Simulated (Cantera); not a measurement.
An adiabatic, constant-volume homogeneous reactor starts with 16.0 % CO, 13.0 % H₂, 4.01 % CH₄, 14.1 % O₂, 52.9 % N₂, equivalence ratio 1.6, at 1823 K and 1.38 atm.

Detailed kinetics in Cantera: GRI-Mech 3.0 (53 species, 325 reactions). Above 3000 K some thermodynamic fits are extrapolated.

Task: Predict: time of steepest temperature rise; temperature at 10.0 s; equilibrium temperature; x(CO) at 10.0 s; x(H₂) at 10.0 s; x(HCO) at 10.0 s; x(CH₂O) at 10.0 s.

Result: 
| Quantity | Result |
|---|---|
| time of steepest temperature rise | 9.99 µs |
| temperature at 10.0 s | 3059 K |
| equilibrium temperature | 3059 K |
| x(CO) at 10.0 s | 0.151 (gas-phase equilibrium 0.151) |
| x(H₂) at 10.0 s | 0.0522 (gas-phase equilibrium 0.0522) |
| x(HCO) at 10.0 s | 7.20e-7 (gas-phase equilibrium 7.20e-7) |
| x(CH₂O) at 10.0 s | 7.43e-9 (gas-phase equilibrium 7.43e-9) |
